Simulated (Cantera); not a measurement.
What does this Cantera script print?

```python
import numpy as np
import cantera as ct

gas = ct.Solution("gri30.yaml")


def delay(T, t_max=10):
    gas.TPX = T, 101325, {'H2': 1, 'O2': 0.417, 'N2': 1.57}
    reactor = ct.IdealGasConstPressureReactor(gas, clone=False)
    net = ct.ReactorNet([reactor])
    net.rtol, net.atol = 1e-8, 1e-16
    while net.time < t_max:
        t_old, T_old = net.time, reactor.T
        net.step()
        if reactor.T > T + 400:  # ignition: a rise of 400 K
            return t_old + (T + 400 - T_old) / (reactor.T - T_old) * (net.time - t_old)
    return np.nan


taus = []
for T in [1200, 1275, 1350, 1425, 1500]:
    taus.append(delay(T))
    print(f"T0 = {T:6g} K   tau = {taus[-1]:.4e} s")

# d ln(tau) / d ln(k), from doubling and halving each rate constant
T, sens = 1500, []
for i in range(gas.n_reactions):
    gas.set_multiplier(2.0, i)
    up = delay(T)
    gas.set_multiplier(0.5, i)
    down = delay(T)
    gas.set_multiplier(1.0, i)
    sens.append((np.log(up / down) / np.log(4.0), gas.reaction(i).equation))
sens.sort(key=lambda x: -abs(x[0]))
print(f"sensitivities at {T} K")
for s, eq in sens[:10]:
    print(f"{s:8.3f}  {eq}")
```

It prints:

```
T0 =   1200 K   tau = 4.7179e-05 s
T0 =   1275 K   tau = 3.3154e-05 s
T0 =   1350 K   tau = 2.5215e-05 s
T0 =   1425 K   tau = 2.0498e-05 s
T0 =   1500 K   tau = 1.7670e-05 s
sensitivities at 1500 K
  -0.476  H + O2 <=> O + OH
  -0.111  H2 + O <=> H + OH
  -0.098  H + O2 + H2O <=> HO2 + H2O
  -0.076  H + OH + M <=> H2O + M
  -0.060  H2 + OH <=> H + H2O
  -0.051  H + HO2 <=> H2 + O2
  -0.045  2 H + H2O <=> H2 + H2O
  -0.024  H + O2 + N2 <=> HO2 + N2
  -0.022  H + O2 + M <=> HO2 + M
  -0.022  2 H + M <=> H2 + M
```

Detailed kinetics in Cantera: GRI-Mech 3.0 (53 species, 325 reactions). Where the delays flatten at high temperature, the 400 K rule measures the pace of heat release, not the induction time.
